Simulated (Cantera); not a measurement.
A Cantera script and its output.

```python
import numpy as np
import cantera as ct

gas = ct.Solution("gri30.yaml")
gas.TPX = 1525, 1000000, {'CH4': 1, 'H2O': 0.81}
reactor = ct.IdealGasConstPressureReactor(gas, energy="off", clone=False)
net = ct.ReactorNet([reactor])
net.rtol, net.atol = 1e-08, 1e-18
show = ['CH4', 'H2O', 'CH2CO', 'CH2O', 'CH3', 'O2', 'CO']
times = np.geomspace(1e-05, 200, 11)

steps = ct.SolutionArray(gas, extra=["t"])
rows = []
print(f"{'t/s':>10s}{'T/K':>9s}{'P/Pa':>11s}" + "".join(f"{s:>11s}" for s in show))
for t in times:
    while net.time < t:
        t_next = net.step()
        steps.append(gas.state, t=t_next)
    rows.append([np.interp(t, steps.t, y) for y in (steps.T, steps.P, *steps(*show).X.T)])
    print(f"{t:10.3e}{rows[-1][0]:9.1f}{rows[-1][1]:11.4g}" + "".join(f"{x:11.3e}" for x in rows[-1][2:]))
rate = np.gradient(steps.T, steps.t)
print("integrator steps:", len(steps.t))
if steps.T.max() > steps.T[0] + 200:
    print(f"time of steepest temperature rise: {steps.t[rate.argmax()]:.4e} s")
gas.TPX = 1525, 1000000, {'CH4': 1, 'H2O': 0.81}
gas.equilibrate("TP")
print(f"equilibrium (TP): T = {gas.T:.1f} K  " + "  ".join(f"{s} {gas[s].X[0]:.3e}" for s in show))
```

Output:

```
       t/s      T/K       P/Pa        CH4        H2O      CH2CO       CH2O        CH3         O2         CO
 1.000e-05   1525.0      1e+06  5.524e-01  4.475e-01  9.358e-17  2.340e-09  5.143e-05  9.075e-17  1.040e-11
 5.372e-05   1525.0      1e+06  5.521e-01  4.475e-01  2.344e-13  6.508e-08  8.366e-05  5.155e-15  4.019e-09
 2.885e-04   1525.0      1e+06  5.505e-01  4.474e-01  1.180e-10  6.481e-07  1.048e-04  5.424e-14  2.860e-07
 1.550e-03   1525.0      1e+06  5.396e-01  4.459e-01  7.753e-08  4.670e-06  1.439e-04  6.720e-13  1.871e-05
 8.326e-03   1525.0      1e+06  4.793e-01  4.304e-01  6.600e-06  4.530e-06  1.215e-04  1.703e-12  2.611e-04
 4.472e-02   1525.0      1e+06  3.215e-01  3.856e-01  2.113e-05  2.245e-06  7.928e-05  3.823e-13  2.256e-03
 2.402e-01   1525.0      1e+06  2.483e-01  3.428e-01  2.055e-05  1.504e-06  6.963e-05  2.763e-13  1.456e-02
 1.290e+00   1525.0      1e+06  2.487e-01  2.642e-01  8.837e-06  9.074e-07  6.299e-05  1.628e-13  5.456e-02
 6.931e+00   1525.0      1e+06  2.070e-01  1.577e-01  2.488e-06  5.306e-07  4.562e-05  5.283e-14  1.232e-01
 3.723e+01   1525.0      1e+06  1.339e-01  7.130e-02  1.045e-06  5.402e-07  2.640e-05  8.849e-15  1.845e-01
 2.000e+02   1525.0      1e+06  7.613e-02  1.853e-02  5.681e-07  6.676e-07  1.409e-05  5.008e-16  2.226e-01
integrator steps: 1813
equilibrium (TP): T = 1525.0 K  CH4 5.489e-02  H2O 4.894e-04  CH2CO 4.178e-07  CH2O 7.292e-07  CH3 9.949e-06  O2 3.342e-19  CO 2.356e-01
```

Cantera simulation using GRI-Mech 3.0 (53 species, 325 reactions); the numbers are that mechanism's predictions, not measurements.
